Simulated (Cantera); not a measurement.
Input: 1 mol CuF₂, 0.2 mol H₂, held at 750 Torr.

Equilibrium computed with Cantera from the NASA thermochemical tables; the gas is ideal and each condensed phase is pure. Candidate condensed phases: Cu, CuF₂; 15 gas species. Rates play no part. All values below are at 1500 °C.

Base state: CuF₂ 0.375, CuF 0.312, HF 0.312, F 0.000425, Cu 5.03e-5 (mole fractions); condensed: CuF₂(l).

Task: What changes in the equilibrium state with this change: pressure from 750 Torr to 90.0 Torr?

Result: 
```tsv
species	before	after
CuF₂	0.375	0.422
CuF	0.312	0.289
HF	0.312	0.284
F	0.000425	0.00432
Cu	5.03e-5	3.81e-5
CuF₂(l), mol	0.119	0
```

Task: What changes in the equilibrium state with this change: H₂ from 0.2 to 3.6 mol?

Result: 
```csv
species,before,after
H₂,<1e-9,0.565
HF,0.312,0.434
Cu,5.03e-5,0.000394
CuF₂,0.375,9.29e-9
CuF,0.312,0.000138
H,8.63e-9,0.000214
F,0.000425,2.39e-8
"CuF₂(l), mol",0.119,0
"Cu(l), mol",0,0.998
```
